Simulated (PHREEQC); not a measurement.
1 g of hydrous ferric oxide (600 m²/g; 0.2 weak and 0.005 strong sites per Fe, Dzombak-Morel constants, diffuse double layer) in 1 kg of water with 0.01 mol/kgw of an inert sodium salt, at 25 °C; the pH is set by adding NaOH or the inert anion's acid. Oxygen alone is held at its pressure in air (log pO2 = -0.68). CO2 from the air is kept out. Precipitation was switched off in this run.

Base run: PHREEQC, ion-association model, wateq4f.dat. Each further column changes one thing. The table gives surface charge σ (C/m²).

```
pH      base  background salt from 0.01 to 0.001 mol/kgw  oxide from 1 to 5 g/kgw  0.00064 mol/kgw PbCl2 added
----  ------  ------------------------------------------  -----------------------  ---------------------------
4      0.219                                       0.129                    0.231                        0.229
4.38   0.175                                       0.093                    0.185                        0.185
5.12   0.104                                       0.047                    0.109                        0.121
5.5    0.077                                       0.033                    0.080                        0.101
6.25   0.039                                       0.015                    0.040                        0.067
6.62   0.027                                       0.010                    0.027                        0.051
7.38   0.010                                       0.003                    0.010                        0.025
7.75   0.005                                       0.002                    0.005                        0.016
8.5   -0.005                                      -0.002                   -0.005                        0.004
8.88  -0.011                                      -0.004                   -0.011                       -0.001
9.62  -0.027                                      -0.010                   -0.028                       -0.013
10    -0.041                                      -0.016                   -0.041                       -0.021
```
